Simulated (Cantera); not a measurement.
Input: 1 mol Fe2O3, 4.5 mol SO3, 0.063 mol O2, 0.11 mol H2S, equilibrated at 21.0 mbar.

These are equilibrium values from Cantera (NASA tables, ideal gas, pure condensed phases), not measurements of a reactor. Candidate condensed phases: Fe, FeO, Fe(OH)2, Fe(OH)3, FeS, FeSO4, FeS2, Fe2O3, Fe2(SO4)3, Fe3O4, H2O, H2SO4, S; 22 gas species. The numbers say what is thermodynamically allowed, not how fast it happens.

x: gas mole fraction; n: condensed amount in mol.

```
T (°C)  x SO2   x SO3    x O2   x H2O  x H2SO4  n Fe2(SO4)3(s)  n Fe2O3(s)
------  -----  ------  ------  ------  -------  --------------  ----------
502     0.294   0.585  0.0612  0.0600  7.71e-5            1.00           0
552     0.395   0.431   0.117  0.0564  2.24e-5            1.00           0
602     0.470   0.302   0.209  0.0184  2.38e-6               0        1.00
652         …       …       …  0.0175        …               0        1.00
702     0.598   0.111   0.275  0.0169  2.22e-7               0        1.00
752     0.627  0.0664   0.290  0.0165  7.60e-8               0        1.00
802     0.644  0.0407   0.299  0.0163  2.83e-8               0        1.00
852     0.654       …   0.304  0.0162        …               0        1.00
902     0.660  0.0168   0.307  0.0161  5.00e-9               0        1.00
```

Task: Fill in the missing entries.

Result: 
- 652, x SO2: 0.548
- 652, x SO3: 0.186
- 652, x O2: 0.249
- 652, x H2SO4: 7.05e-7
- 852, x SO3: 0.0257
- 852, x H2SO4: 1.14e-8
